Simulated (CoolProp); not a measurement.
A Linde-Hampson liquefier for normal hydrogen: isothermal reversible compression at 300 K from 1 atm to 25 MPa, throttling to 1 atm, return gas leaving the recuperator 2 K below the feed. Each further row changes one setting.

Model: reference Helmholtz-energy equation of state, Leachman 2009, in CoolProp.

| case | compression work (kJ/kg of gas) |
|---|---|
| as stated | 7000 |
| high pressure 50 MPa | 8050 |
| warm-end temperature 330 K | 7690 |
| warm-end gap 7 K | 7000 |
